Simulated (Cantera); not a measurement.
A perfectly stirred reactor is fed with H2 : O2 = 0.0076 : 1 (molar parts), equivalence ratio 0.0038, at 20.0 Torr; it is held at 1300 K, and followed from long to short residence time.

Computed with Cantera and the H2/O2 subset of GRI-Mech 3.0, which has no nitrogen chemistry. Radical loss at walls, strong at low pressure, is not modelled.

x: mole fraction; the columns are a selection and need not sum to one.

```tsv
τ (s)	x H2	x O2	x OH	x HO2	x H2O	x H
4.1	8.73e-6	0.992	0.000226	(withheld)	0.00744	4.30e-6
1.8	1.40e-5	0.991	0.000293	(withheld)	0.00740	9.28e-6
0.76	2.27e-5	0.991	0.000380	(withheld)	0.00734	1.99e-5
0.33	3.66e-5	0.990	0.000480	(withheld)	0.00727	3.93e-5
0.14	6.11e-5	0.989	0.000595	(withheld)	0.00716	7.19e-5
0.061	0.000104	0.988	0.000715	(withheld)	0.00703	0.000115
0.026	0.000192	0.987	0.000851	(withheld)	0.00685	0.000166
0.011	0.000377	0.986	0.00102	(withheld)	0.00655	0.000218
0.0049	0.000733	0.986	0.00121	(withheld)	0.00607	0.000263
0.0021	0.00148	0.987	0.00142	1.42e-6	0.00521	0.000290
0.00090	0.00294	0.988	0.00145	1.45e-6	0.00375	0.000254
```

Complete the blanks.


- 4.1, x HO2: 2.17e-7
- 1.8, x HO2: 3.01e-7
- 0.76, x HO2: 4.10e-7
- 0.33, x HO2: 5.33e-7
- 0.14, x HO2: 6.71e-7
- 0.061, x HO2: 8.07e-7
- 0.026, x HO2: 9.48e-7
- 0.011, x HO2: 1.10e-6
- 0.0049, x HO2: 1.27e-6
